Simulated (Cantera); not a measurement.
# Thermodynamics of hydrogen reduction and annealing atmospheres, feed SiO₂ + H₂ + N₂

Feed: 1 mol SiO₂, 43 mol H₂, 4.3 mol N₂, held at 100 Torr.

Cantera equilibrium calculation (NASA polynomials, part measured and part estimated; ideal gas, pure solids and liquids). Candidate condensed phases: H₂O, Si, SiO₂, Si₂N₂O, Si₃N₄; 35 gas species. N₂ is the only nitrogen source here; it is nearly inert below about 1500 K, so the nitride shown seldom forms there in practice. Mutual solubility and eutectic melting of coexisting phases are not modelled. The tables hold silica as quartz up to 1696 K and as liquid above; real silica turns to tridymite and cristobalite and melts near 1996 K. The numbers say what is thermodynamically allowed, not how fast it happens.

| T (K) | log p H₂ | log p N₂ | log p SiO | log p H₂O | n SiO₂(α-quartz) | n Si₂N₂O(s) | n SiO₂(β-quartz) | n SiO₂(condensed) |
|---|---|---|---|---|---|---|---|---|
| 800 | -0.92 | -1.92 | <-12 | -5.94 | 1.000 | 0.000135 | 0 | 0 |
| 950 | -0.92 | -1.92 | <-12 | -5.50 | 0 | 0.000377 | 0.999 | 0 |
| 1100 | -0.92 | -1.92 | -11.41 | -5.18 | 0 | 0.000777 | 0.998 | 0 |
| 1250 | -0.92 | -1.92 | -8.52 | -4.95 | 0 | 0.00133 | 0.997 | 0 |
| 1400 | -0.92 | -1.92 | -6.26 | -4.77 | 0 | 0.00195 | 0.996 | 0 |
| 1550 | -0.92 | -1.92 | -4.54 | -4.54 | 0 | 0 | 0.990 | 0 |
| 1700 | -0.92 | -1.92 | -3.74 | -3.74 | 0 | 0 | 0 | 0.935 |
| 1850 | -0.92 | -1.92 | -3.09 | -3.09 | 0 | 0 | 0 | 0.706 |
| 2000 | -0.94 | -1.93 | -2.56 | -2.56 | 0 | 0 | 0 | 0 |
log p: log10 of the partial pressure in bar; n: condensed amount in mol.

At 800 K the condensed part is SiO₂(α-quartz) + Si₂N₂O(s). From 950 K to 1400 K the condensed part is SiO₂(β-quartz) + Si₂N₂O(s). At 1550 K the condensed part is SiO₂(β-quartz). From 1700 K to 1850 K the condensed part is SiO₂(condensed). At 2000 K nothing is condensed.
